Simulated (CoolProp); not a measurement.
A simple Rankine cycle with chlorine: condensing at 315.15 K, boiler at 3.28 MPa, turbine inlet 378.7 K, turbine efficiency 0.8, pump efficiency 0.7, no recuperator. Each further row changes one setting.

The numbers come from the reference Helmholtz-energy equation of state, Thol 2021 in CoolProp.

```
case                             thermal efficiency (%)  net work (kJ/kg)  heat in (kJ/kg)  turbine exit temperature (K)  volume ratio over the turbine
-------------------------------  ----------------------  ----------------  ---------------  ----------------------------  -----------------------------
as stated                                           9.4              23.0              246                         315.1                           2.42
turbine inlet 398.7 K                        (withheld)        (withheld)       (withheld)                         318.6                           2.32
condensing temperature 307.15 K                    10.8              27.4              254                         307.2                     (withheld)
boiler pressure 2.3 MPa                             6.6              17.2              259                         328.3                     (withheld)
turbine efficiency 0.7                       (withheld)              19.8              246                         315.1                           2.46
```

Q: Some entries are withheld; supply them.

A: 
- turbine inlet 398.7 K, thermal efficiency (%): 9.7
- turbine inlet 398.7 K, net work (kJ/kg): 25.4
- turbine inlet 398.7 K, heat in (kJ/kg): 261
- condensing temperature 307.15 K, volume ratio over the turbine: 2.90
- boiler pressure 2.3 MPa, volume ratio over the turbine: 1.72
- turbine efficiency 0.7, thermal efficiency (%): 8.1

The expansion ends wet for: as stated; condensing temperature 307.15 K; turbine efficiency 0.7.
